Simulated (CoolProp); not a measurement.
Aqueous potassium formate as a coolant, at 33 °C, 1 atm.

Values from CoolProp's Melinder's fits for secondary coolants.

```csv
mass %,freezing point (°C),density (kg/m³),conductivity (W/(m K)),viscosity (mPa s),Prandtl number
5.9,-2.7,1031,0.604,0.845,5.53
11.9,-6.0,1067,0.592,0.915,?
17.9,-10.0,1104,0.580,1.01,6.16
23.9,-14.9,1143,0.569,1.14,6.71
29.9,-21.0,1184,0.557,1.30,7.37
35.9,?,?,0.543,1.46,8.08
41.9,?,1270,0.527,1.65,8.97
```

**Question.** Fill in the missing entries.

**Answer.** 
- 11.9, Prandtl number: 5.80
- 35.9, freezing point (°C): -28.7
- 35.9, density (kg/m³): 1226
- 41.9, freezing point (°C): -38.2
